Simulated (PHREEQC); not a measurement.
# Acid rinse or clean (model solution)

Make-up at 20 °C: 0.0064 mol HCl, 0.00017 mol NaCl and 0.00042 mol MnSO4 per kg of water. Closed to the air; pH follows from the charge balance.

Computed with PHREEQC (Pitzer model, pitzer.dat).

```json
{
  "pH": "2.24",
  "ionic_strength": "0.00804 mol/kgw",
  "specific_conductance": "2340 µS/cm",
  "osmotic_coefficient": "0.966",
  "total_alkalinity": "-6.40 meq/kg"
}
```

```
species  molality  activity   log γ
-------  --------  --------  ------
Cl-       0.00657   0.00598  -0.041
H+        0.00629   0.00575  -0.039
Mn+2     0.000420  0.000286  -0.168
SO4-2    0.000313  0.000205  -0.184
Na+      0.000170  0.000155  -0.039
HSO4-    0.000107   9.78e-5  -0.040
```

This is a speciation only: nothing precipitates in the calculation.
